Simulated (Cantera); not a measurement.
Thermodynamics of silicon nitride deposition, feed SiH2Cl2 + NH3 + N2

Input: 1 mol SiH2Cl2, 1.2 mol NH3, 1.5 mol N2.

Equilibrium computed with Cantera from the NASA thermochemical tables; the gas is ideal and each condensed phase is pure. Candidate condensed phases: NH4Cl, Si, Si3N4; 28 gas species. Mutual solubility and eutectic melting of coexisting phases are not modelled. The tables' values for SiCl3 are old estimates. Rates play no part.

**Question.** Map the stable condensed phases over T = 750, 850, 950, 1050, 1150, 1250, 1350, 1450, 1550, 1650, 1750, 1850 K and P in Pa = 5, 17, 59, 210, 710, 2400, 8400, 29000, 100000.

**Answer.** 
```
T in K \ P in Pa
              5     17     59    210    710   2400   8400  29000 100000
   1850       A      B      B      B      B      B      C      C      C
   1750       B      B      B      B      B      C      C      C      C
   1650       B      B      B      C      C      C      C      C      C
   1550       B      B      C      C      C      C      C      C      C
   1450       D      C      C      C      C      C      C      C      C
   1350       C      C      C      C      C      C      C      C      C
   1250       C      C      C      C      C      C      C      C      C
   1150       C      C      C      C      C      C      C      C      C
   1050       C      C      C      C      C      C      C      C      C
    950       C      C      C      C      C      C      C      C      C
    850       C      C      C      C      C      C      C      C      C
    750       C      C      C      C      C      C      C      C      C
```
A: gas only; B: Si; C: Si3N4; D: Si + Si3N4.
